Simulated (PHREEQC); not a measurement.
0.35 g of hydrous ferric oxide (600 m²/g; 0.2 weak and 0.005 strong sites per Fe, Dzombak-Morel constants, diffuse double layer) in 1 kg of water with 0.01 mol/kgw of an inert sodium salt and 0.0058 mmol/kgw CuSO4 and 0.0014 mmol/kgw NiCl2, at 25 °C; the pH is set by adding NaOH or the inert anion's acid. O2 is buffered at 0.21 atm. CO2 from the air is kept out. No solid was allowed to form.

The series has 13 steps of pH, from 3 to 9.

Equilibrium calculation in PHREEQC: ion-association model, wateq4f.dat.

Question: Near which pH is half of the S sorbed, and on which side is more sorbed?

Answer: Near pH 6.7, with more sorbed at lower pH.

Question: Near which pH is half of the Cu sorbed, and on which side is more sorbed?

Answer: Near pH 4.8, with more sorbed at higher pH.

Question: Near which pH is half of the Ni sorbed, and on which side is more sorbed?

Answer: Near pH 6.3, with more sorbed at higher pH.

Species that the database lacks are ignored. The database's constant for dissolved Cu(OH)2 is higher than later reviews accept. The oxide is taken as insoluble; below pH 4 it would dissolve.
